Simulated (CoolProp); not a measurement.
Properties of water along the isobar 10.7 MPa.

Values from CoolProp's reference Helmholtz-energy equation of state, Wagner 2002.

| T (K) | phase | Z | cp (kJ/(kg K)) | speed of sound (m/s) | Joule-Thomson coefficient (K/MPa) | Prandtl number | fugacity coefficient |
|---|---|---|---|---|---|---|---|
| 534.6 | liquid | 0.05498 | 4.909 | 1133 | 0.02115 | 0.827 | 0.3899 |
| 555.4 | liquid | 0.05544 | 5.220 | 1031 | 0.09652 | 0.841 | 0.5146 |
| 576.2 | liquid | 0.05668 | 5.749 | 909.6 | 0.2170 | 0.891 | 0.6594 |
| 597 | gas | 0.6853 | 6.215 | 486.2 | 9.332 | 1.67 | 0.7728 |
| 617.8 | gas | 0.7475 | 4.562 | 519.9 | 8.681 | 1.38 | 0.8039 |
| 638.6 | gas | 0.7899 | 3.826 | 545.0 | 8.011 | 1.25 | 0.8289 |
| 659.5 | gas | 0.8218 | 3.401 | 565.8 | 7.373 | 1.17 | 0.8498 |
| 680.3 | gas | 0.8466 | 3.132 | 583.7 | 6.787 | 1.11 | 0.8672 |
| 701.1 | gas | 0.8666 | 2.948 | 599.6 | 6.254 | 1.07 | 0.8821 |
| 721.9 | gas | 0.8831 | 2.817 | 614.2 | 5.770 | 1.04 | 0.8949 |
| 742.7 | gas | 0.8969 | 2.721 | 627.7 | 5.333 | 1.02 | 0.9060 |
| 763.5 | gas | 0.9087 | 2.650 | 640.4 | 4.939 | 0.999 | 0.9157 |
| 784.3 | gas | 0.9187 | 2.596 | 652.3 | 4.583 | 0.984 | 0.9242 |
| 805.2 | gas | 0.9274 | 2.554 | 663.7 | 4.258 | 0.970 | 0.9318 |
| 826 | gas | 0.9350 | 2.523 | 674.6 | 3.966 | 0.959 | 0.9384 |
| 846.8 | gas | 0.9416 | 2.500 | 685.0 | 3.700 | 0.948 | 0.9444 |

Viscosity comes from a separate model (Huber 2009). Thermal conductivity comes from a separate model (Huber 2012).
